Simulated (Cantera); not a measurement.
A freely propagating, adiabatic, planar premixed flame of 6.90 % CH4, 18.6 % O2, 74.5 % N2, equivalence ratio 0.74, unburnt at 525 K and 20000 Pa; mixture-averaged transport, grid criteria slope 0.08 and curve 0.16, no radiation.

Detailed kinetics in Cantera: GRI-Mech 3.0 (53 species, 325 reactions). Burning velocities carry a grid error of a few per cent, more on coarse grids.

Q: Predict: laminar burning velocity; thermal thickness; peak x(CH2); peak x(HCN); peak x(C2H2); peak x(HCO).

A: 
```
Item                        Result
------------------------  --------
laminar burning velocity  102 cm/s
thermal thickness          1.70 mm
peak x(CH2)                2.24e-5
peak x(HCN)                4.40e-7
peak x(C2H2)               1.45e-5
peak x(HCO)                4.29e-5
```
